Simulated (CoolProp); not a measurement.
Vapour-liquid equilibrium of diethyl ether (1) + ethanol (2) at 354.1 K; x and y are mole fractions of (1).

Model: multi-fluid Helmholtz-energy mixture model, Thol 2014 and Schroeder 2014; pair parameters Bell 2016, in CoolProp.

```csv
x,bubble pressure (MPa),y at the bubble point,dew pressure at overall composition x (MPa),liquid density (mol/L)
0.05,0.1460,0.263,0.1171,15.36
0.2,0.2285,___,0.1361,___
0.35,0.2848,0.706,0.1622,12.49
0.5,0.3236,0.775,0.1999,11.35
0.65,0.3536,0.831,0.2569,10.37
0.8,0.3802,0.890,0.3373,9.528
0.95,0.4050,___,0.4004,8.810
```

Fill in the missing entries.


- 0.2, y at the bubble point: 0.583
- 0.2, liquid density (mol/L): 13.82
- 0.95, y at the bubble point: 0.967

No azeotrope shows between x = 0.05 and 0.95.

Pair parameters are fitted to limited data, so mixtures are less certain than the pure fluids.
